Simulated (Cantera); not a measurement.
An isothermal, constant-pressure homogeneous reactor starts with N2O : O2 = 1 : 2.4 (molar parts), at 1525 K and 1.00 bar.

Model: GRI-Mech 3.0 (53 species, 325 reactions), integrated in Cantera. GRI-Mech 3.0 was tuned for natural gas; its chemistry of N2O as a main component is partial and can be far from experiment. The temperature is held fixed by assumption; the heat of reaction is taken as removed at once.

One state of this run: x N2O = 1.01e-6; x O2 = 0.716; x NO = 0.0543; x NO2 = 0.000497; x O = 4.83e-6. x: mole fraction; the columns are a selection and need not sum to one.

### Question
Which value of t (s) does it belong to?
A. 0.00441
B. 1.00
C. 1.94e-5
D. 0.0664

### Answer
B, 1.00
